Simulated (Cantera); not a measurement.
Charge: 1 mol V2O5, 0.37 mol H2, 0.039 mol H2O, at 1275 °C and 26.0 Pa.

Equilibrium computed with Cantera from the NASA thermochemical tables; the gas is ideal and each condensed phase is pure. Candidate condensed phases: H2O, V, VO, V2O3, V2O4, V2O5; 12 gas species. Condensed phases not in the tables: the oxides between V2O3 and V2O5 other than VO2. The numbers say what is thermodynamically allowed, not how fast it happens.

Base state: H2O 0.562, O2 0.433, OH 0.00263, VO2 0.00111, O 0.000312, H2 0.000187, H 2.61e-5 (mole fractions); condensed: V2O4(s).

Problem. What changes in the equilibrium state with this change: pressure from 26.0 Pa to 1.30 bar?

Solution. 
```tsv
species	before	after
H2O	0.562	0.967
O2	0.433	0.0328
OH	0.00263	0.000215
VO2	0.00111	2.21e-7
O	0.000312	1.21e-6
H	2.61e-5	1.10e-7
H2	0.000187	1.65e-5
V2O4(s), mol	1.000	0.398
V2O5(l), mol	0	0.602
```
Mutual solubility and eutectic melting of coexisting phases are not modelled. Gases not in the tables: V4O10.
